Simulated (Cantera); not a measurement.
Input (Python, Cantera):

```python
import numpy as np
import cantera as ct

gas = ct.Solution("gri30.yaml")
gas.TPX = 1500, 1300, {'CH4': 1, 'N2': 11}
inlet = ct.Reservoir(gas, clone=True)

reactor = ct.IdealGasConstPressureReactor(gas, energy="off", clone=False)
exhaust = ct.Reservoir(gas, clone=True)
tau = [26, 9.4, 3.4, 1.2, 0.45, 0.16, 0.059, 0.022, 0.0078, 0.0028, 0.001][0]
for a, b in ((inlet, reactor), (reactor, exhaust)):
    ct.MassFlowController(a, b, mdot=lambda t: reactor.mass / tau)
net = ct.ReactorNet([reactor])
show = ['CH4', 'C2H4', 'HCN', 'C2H6', 'CH2', 'CH3']

rows = []
print(f"{'tau/s':>10s}{'T/K':>9s}" + "".join(f"{s:>11s}" for s in show))
for tau in [26, 9.4, 3.4, 1.2, 0.45, 0.16, 0.059, 0.022, 0.0078, 0.0028, 0.001]:
    net.initial_time = 0.0
    net.advance(30 * tau)
    before = gas.X
    net.advance(40 * tau)
    drift = np.max(np.abs(gas.X - before) / (gas.X + 1e-9))
    rows.append([gas.T, *gas[show].X, drift])
    print(f"{tau:10.3e}{gas.T:9.1f}" + "".join(f"{x:11.3e}" for x in gas[show].X))
```

Result:

```
     tau/s      T/K        CH4       C2H4        HCN       C2H6        CH2        CH3
 2.600e+01   1500.0  2.925e-02  2.121e-04  1.958e-07  5.591e-06  2.773e-08  1.445e-04
 9.400e+00   1500.0  4.435e-02  4.949e-04  6.505e-08  1.200e-05  3.607e-08  2.052e-04
 3.400e+00   1500.0  5.961e-02  9.691e-04  1.772e-08  2.145e-05  4.442e-08  2.672e-04
 1.200e+00   1500.0  7.255e-02  1.310e-03  2.881e-09  2.884e-05  4.614e-08  3.031e-04
 4.500e-01   1500.0  8.052e-02  6.929e-04  1.545e-10  1.952e-05  2.805e-08  2.472e-04
 1.600e-01   1500.0  8.301e-02  7.868e-05  2.250e-12  4.177e-06  6.428e-09  1.169e-04
 5.900e-02   1500.0  8.327e-02  4.945e-06  1.285e-13  5.484e-07  1.024e-09  4.579e-05
 2.200e-02   1500.0  8.331e-02  2.738e-07  1.363e-14  5.632e-08  1.529e-10  1.738e-05
 7.800e-03   1500.0  8.333e-02  1.235e-08  1.188e-15  3.880e-09  2.071e-11  6.182e-06
 2.800e-03   1500.0  8.333e-02  5.588e-10  1.242e-16  2.192e-10  3.071e-12  2.210e-06
 1.000e-03   1500.0  8.333e-02  2.359e-11  1.495e-17  1.058e-11  5.064e-13  7.781e-07
```

Model: GRI-Mech 3.0 (53 species, 325 reactions), integrated in Cantera. GRI-Mech 3.0 stops at C3 and has no aromatics, soot or wall deposition, so with more carbon than oxygen in the feed, carbon stays in small species such as C2H2 where larger ones or solid carbon would form. Radical loss at walls, strong at low pressure, is not modelled.
